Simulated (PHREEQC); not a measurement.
0.024 g of hydrous ferric oxide (600 m²/g; 0.2 weak and 0.005 strong sites per Fe, Dzombak-Morel constants, diffuse double layer) in 1 kg of water with 0.005 mol/kgw of an inert sodium salt and 3.2e-07 mol/kgw Na2HAsO4, at 25 °C; the pH is set by adding NaOH or the inert anion's acid. Oxygen alone is held at its pressure in air (log pO2 = -0.68). CO2 from the air is kept out. Precipitation was switched off in this run.

The series has 13 steps of pH, from 3 to 11.

Model: ion-association model, wateq4f.dat, run in PHREEQC.

**Question.** Near which pH is half of the As sorbed, and on which side is more sorbed?

**Answer.** Near pH 9.5, with more sorbed at lower pH.

The oxide is taken as insoluble; below pH 4 it would dissolve.
